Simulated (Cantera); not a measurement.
Cantera run:

```python
import numpy as np
import cantera as ct

gas_names = """
    B BF BF2 BF3 BH BHF2 BH2 BH3 B2 F F2 H HF H2 H2F2 H3F3 H4F4 H5F5 H6F6 H7F7
""".split()
cond_names = """
    B(b) B(L)
""".split()


def load(file, names, dense=False):
    # The tables refer to 1 bar. Condensed volumes are neglected.
    table = {s.name: s for s in ct.Species.list_from_file(file)}
    out = []
    for n in names:
        d = dict(table[n].input_data)
        d["thermo"] = dict(d["thermo"], **{"reference-pressure": 1e5})
        if dense:
            d["equation-of-state"] = {"model": "constant-volume", "density": "1e6 g/cm^3"}
        out.append(ct.Species.from_dict(d))
    return out


gas = ct.Solution(thermo="ideal-gas", species=load("nasa_gas.yaml", gas_names))
cond = {s.name: ct.Solution(thermo="fixed-stoichiometry", species=[s], name=s.name)
        for s in load("nasa_condensed.yaml", cond_names, dense=True)}
atoms = {
    'BF3': {'B': 1, 'F': 3},
    'H2': {'H': 2},
}
top_T = {}  # K; cautious upper limits of use, not melting points


def equilibrate(T, P, feed):
    n = {}
    for name, mol in feed.items():
        for a, k in atoms[name].items():
            n[a] = n.get(a, 0.0) + k * mol
    gas.TPX = T, P, n
    mass = sum(n.values()) * gas.mean_molecular_weight
    gas.equilibrate("TP")
    valid = [c for c in cond.values() if c.min_temp <= T <= top_T.get(c.name, c.max_temp)]
    mix = ct.Mixture([(gas, mass / gas.mean_molecular_weight)] + [(c, 0.0) for c in valid])
    mix.T, mix.P = T, P
    mix.equilibrate("TP", solver="vcs", rtol=1e-11, max_steps=5000)
    return mix


results = []
feed = {'BF3': 1, 'H2': 94}  # mol
T = 1623  # K
P = 1000  # Pa
mix = equilibrate(T, P, feed)
results.append((T, P, feed, dict(zip(mix.species_names, mix.species_moles))))
x = sorted(zip(gas.X, gas.species_names), reverse=True)
print(f"T = {T:g} K  P = {P:g} Pa  gas = {mix.phase_moles(0):.4g} mol")
print("   x: " + "  ".join(f"{s} {v:.3e}" for v, s in x if v > 0.0001))
print("   condensed (mol): " + ("  ".join(f"{mix.phase(i).name} {mix.phase_moles(i):.4g}"
      for i in range(1, mix.n_phases) if mix.phase_moles(i) > 1e-12) or "none"))
```

Output:

```
T = 1623 K  P = 1000 Pa  gas = 95.29 mol
   x: H2 9.822e-01  HF 6.636e-03  BF3 5.442e-03  BF2 2.183e-03  BF 1.577e-03  BHF2 1.290e-03  H 6.850e-04
   condensed (mol): none
```

Equilibrium computed with Cantera from the NASA thermochemical tables; the gas is ideal and each condensed phase is pure. The tables' values for BF2 are old estimates; treat these amounts as uncertain.
